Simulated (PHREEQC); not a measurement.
Make-up at 30 °C: 0.26 mol/kgw HF, 0.00081 mol/kgw H2SiF6 and 0.021 mol/kgw H3PO4. Closed to the air; pH follows from the charge balance.

The numbers come from PHREEQC with the ion-association model, phreeqc.dat.

Each row changes one thing in this solution. This is a speciation only: nothing precipitates in the calculation.

| case | pH | ionic strength (mol/kgw) | HF (mol/kgw) | H3PO4 (mol/kgw) | F- (mol/kgw) | HF2- (mol/kgw) |
|---|---|---|---|---|---|---|
| as made | 1.69 | 0.0240 | 0.236 | 0.0154 | 0.00825 | 0.00775 |
| H2SiF6 left out | 1.71 | 0.0222 | 0.235 | 0.0153 | 0.00852 | 0.00798 |
| diluted 5-fold with water | 2.15 | 0.00779 | 0.0460 | 0.00210 | 0.00439 | 0.000804 |
| H3PO4 from 0.021 to 0.21 mol/kgw | 1.41 | 0.0466 | 0.246 | 0.175 | 0.00474 | 0.00464 |
| diluted 100-fold with water | 2.96 | 0.00115 | 0.00166 | 2.99e-5 | 0.000951 | 6.28e-6 |
| H2SiF6 from 0.00081 to 8.1e-05 mol/kgw | 1.70 | 0.0224 | 0.236 | 0.0153 | 0.00849 | 0.00796 |
| H3PO4 replaced by Na3PO4 at the same molality | 2.33 | 0.0687 | 0.184 | 0.00775 | 0.0307 | 0.0224 |
| HF from 0.26 to 0.13 mol/kgw | 1.82 | 0.0175 | 0.119 | 0.0141 | 0.00558 | 0.00264 |

SiF6-2 is the database's only silicon fluoride.
